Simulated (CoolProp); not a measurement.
A simple Rankine cycle with chloromethane (R40): condensing at 324.15 K, boiler at 3.41 MPa, turbine inlet 415.9 K, turbine efficiency 0.7, pump efficiency 0.7, no recuperator. Each further row changes one setting.

The numbers come from the reference Helmholtz-energy equation of state, Thol 2014 in CoolProp.

```tsv
case	thermal efficiency (%)	net work (kJ/kg)	heat in (kJ/kg)	turbine exit temperature (K)	volume ratio over the turbine
as stated	8.6	34.5	401	347.6	2.74
turbine inlet 435.9 K	8.9	38.2	428	368.6	2.73
condensing temperature 316.15 K	9.8	40.7	415	336.9	3.29
boiler pressure 2.39 MPa	6.3	26.5	420	372.2	1.95
turbine efficiency 0.6	7.2	29.1	401	352.6	2.80
```
